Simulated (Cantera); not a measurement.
What does this Cantera script print?

```python
import numpy as np
import cantera as ct

gas_names = """
    AL ALH ALN AL2 H H2 N NH NH2 NH3 N2 N2H2 N2H4
""".split()
cond_names = """
    AL(cr) AL(L) ALN(s)
""".split()


def load(file, names, dense=False):
    # The tables refer to 1 bar. Condensed volumes are neglected.
    table = {s.name: s for s in ct.Species.list_from_file(file)}
    out = []
    for n in names:
        d = dict(table[n].input_data)
        d["thermo"] = dict(d["thermo"], **{"reference-pressure": 1e5})
        if dense:
            d["equation-of-state"] = {"model": "constant-volume", "density": "1e6 g/cm^3"}
        out.append(ct.Species.from_dict(d))
    return out


gas = ct.Solution(thermo="ideal-gas", species=load("nasa_gas.yaml", gas_names))
cond = {s.name: ct.Solution(thermo="fixed-stoichiometry", species=[s], name=s.name)
        for s in load("nasa_condensed.yaml", cond_names, dense=True)}
atoms = {
    'Al': {'AL': 1},
    'NH3': {'N': 1, 'H': 3},
    'N2': {'N': 2},
}
top_T = {'ALN(s)': 2750}  # K; cautious upper limits of use, not melting points


def equilibrate(T, P, feed):
    n = {}
    for name, mol in feed.items():
        for a, k in atoms[name].items():
            n[a] = n.get(a, 0.0) + k * mol
    gas.TPX = T, P, n
    mass = sum(n.values()) * gas.mean_molecular_weight
    gas.equilibrate("TP")
    valid = [c for c in cond.values() if c.min_temp <= T <= top_T.get(c.name, c.max_temp)]
    mix = ct.Mixture([(gas, mass / gas.mean_molecular_weight)] + [(c, 0.0) for c in valid])
    mix.T, mix.P = T, P
    mix.equilibrate("TP", solver="vcs", rtol=1e-11, max_steps=5000)
    return mix


results = []
feed = {'Al': 1, 'NH3': 28, 'N2': 5.3}  # mol
P = 133.322  # Pa
for T in [1200, 1275, 1350, 1425, 1500, 1575, 1650, 1725, 1800, 1875, 1950, 2025, 2100, 2175]:
    mix = equilibrate(T, P, feed)
    results.append((T, P, feed, dict(zip(mix.species_names, mix.species_moles))))

top = {s: max(r[3][s] / sum(r[3][g] for g in gas_names) for r in results) for s in gas_names}
cols = sorted((s for s in top if top[s] > 1e-05), key=lambda s: -top[s])[:7]
seen = [c for c in cond_names if any(r[3].get(c, 0) > 1e-12 for r in results)]
print("log10 of partial pressures in bar; condensed amounts in mol")
print(f"{'T/K':>10s}" + "".join(f"{s[:9]:>10s}" for s in cols + seen))
for T, P, feed, n in results:
    ng = sum(n[g] for g in gas_names)
    print(f"{T:10.4g}" + "".join(f"{np.log10(max(n[s] / ng * P / 1e5, 1e-99)):10.3f}" for s in cols)
          + "".join(f"{n.get(c, 0):10.4g}" for c in seen))
```

Result:

```
log10 of partial pressures in bar; condensed amounts in mol
       T/K        H2        N2         H        AL       ALH    ALN(s)
      1200    -3.036    -3.385    -8.223   -14.079   -14.881         1
      1275    -3.036    -3.385    -7.650   -12.440   -13.428         1
      1350    -3.036    -3.385    -7.141   -10.985   -12.139         1
      1425    -3.036    -3.385    -6.684    -9.685   -10.987         1
      1500    -3.036    -3.385    -6.272    -8.516    -9.953    0.9999
      1575    -3.036    -3.385    -5.899    -7.461    -9.018    0.9984
      1650    -3.037    -3.385    -5.560    -6.502    -8.170    0.9853
      1725    -3.039    -3.386    -5.251    -5.629    -7.398    0.8904
      1800    -3.048    -3.386    -4.970    -4.829    -6.695    0.3001
      1875    -3.054    -3.387    -4.711    -4.678    -6.631         0
      1950    -3.060    -3.390    -4.471    -4.679    -6.714         0
      2025    -3.070    -3.393    -4.250    -4.682    -6.794         0
      2100    -3.084    -3.399    -4.048    -4.687    -6.873         0
      2175    -3.105    -3.407    -3.864    -4.695    -6.954         0
```

Equilibrium computed with Cantera from the NASA thermochemical tables; the gas is ideal and each condensed phase is pure.
